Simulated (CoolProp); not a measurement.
Vapour-liquid equilibrium of carbonyl sulfide (1) + propane (2) at 214.8 K; x and y are mole fractions of (1).

Values from CoolProp's multi-fluid Helmholtz-energy mixture model, Lemmon 2006 and Lemmon 2009; pair parameters Bell 2016.

Q: Give the bubble pressure and the first vapour's composition at x = 0.65, 0.8, 0.95. Is there an azeotrope?

A: x = 0.65: 0.06138 MPa, y = 0.717; x = 0.8: 0.06419 MPa, y = 0.846; x = 0.95: 0.06717 MPa, y = 0.964. No azeotrope shows between x = 0.05 and 0.95.

The pair parameters rest on a limited set of measurements; away from them the model extrapolates.
